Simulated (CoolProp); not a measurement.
Vapour-liquid equilibrium of R1234yf (1) + R227EA (2) at 192.9 K; x and y are mole fractions of (1).

Model: multi-fluid Helmholtz-energy mixture model, Lemmon 2022 and Lemmon 2016; pair parameters Bell 2016, in CoolProp.

| x | bubble pressure (kPa) | y at the bubble point | dew pressure at overall composition x (kPa) | liquid density (mol/L) |
|---|---|---|---|---|
| 0.05 | 2.202 | 0.128 | 2.088 | 10.36 |
| 0.15 | 2.552 | 0.325 | 2.236 | 10.53 |
| 0.25 | 2.890 | 0.472 | 2.407 | ? |
| 0.35 | 3.220 | 0.587 | 2.604 | 10.89 |
| 0.45 | 3.546 | 0.681 | 2.834 | 11.09 |
| 0.55 | 3.870 | ? | 3.105 | 11.28 |
| 0.65 | 4.193 | ? | 3.430 | 11.49 |
| 0.75 | 4.517 | 0.885 | 3.826 | 11.69 |
| 0.85 | ? | 0.935 | 4.317 | 11.91 |
| 0.95 | 5.168 | ? | 4.945 | ? |

Problem. What belongs in the gaps?

Solution. 
- 0.25, liquid density (mol/L): 10.71
- 0.55, y at the bubble point: 0.760
- 0.65, y at the bubble point: 0.827
- 0.85, bubble pressure (kPa): 4.842
- 0.95, y at the bubble point: 0.980
- 0.95, liquid density (mol/L): 12.13

No azeotrope shows between x = 0.05 and 0.95.

Pair parameters are fitted to limited data, so mixtures are less certain than the pure fluids.
